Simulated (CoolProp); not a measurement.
n-heptane at several states: density (kg/m³) from the reference equation and from simpler models built on Tc = 268.1 °C, pc = 2.774 MPa, ω = 0.349; each cubic takes its own stable root.

The numbers come from the reference Helmholtz-energy equation of state, Span 2003 in CoolProp. It is a short technical equation, of lower accuracy than the large ones.

```csv
T (°C),p (MPa),phase,reference,van der Waals,Peng-Robinson
85.45,0.0129,gas,0.4367,0.4351,0.4362
-61.15,0.742,liquid,(withheld),428.9,(withheld)
142.35,2.71,liquid,(withheld),343.8,579.4
```

Q: What belongs in the gaps?

A: 
- -61.15, reference: 751.6
- -61.15, Peng-Robinson: 729.2
- 142.35, reference: 576.0
